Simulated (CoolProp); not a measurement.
R507A at 296.55 K and 0.417 MPa flows at 1.2 m/s in a round tube of 20 mm bore and 45 µm roughness, fully developed (64/Re and Nu = 3.66 if laminar; Colebrook and Gnielinski if turbulent). Each further row changes one setting.

The numbers come from the reference Helmholtz-energy equation of state, Lemmon 2003 in CoolProp. It is a pseudo-pure fit of the blend.

| case | Reynolds number | Darcy friction factor | pressure drop (Pa/m) | heat-transfer coefficient (W/(m² K)) | mass flow (kg/h) |
|---|---|---|---|---|---|
| as stated | 35500 | 0.0280 | ___ | 75.0 | ___ |
| velocity 2.4 m/s | 71000 | ___ | 68.3 | ___ | 48.9 |
| diameter 40 mm | 71000 | 0.0234 | 7.58 | ___ | 97.9 |

Question: Complete the blanks.

Answer: 
- as stated, pressure drop (Pa/m): 18.2
- as stated, mass flow (kg/h): 24.5
- velocity 2.4 m/s, Darcy friction factor: 0.0263
- velocity 2.4 m/s, heat-transfer coefficient (W/(m² K)): 142
- diameter 40 mm, heat-transfer coefficient (W/(m² K)): 62.8

Viscosity comes from a separate model (Geller 2000). Thermal conductivity comes from a separate model (Geller 2001).
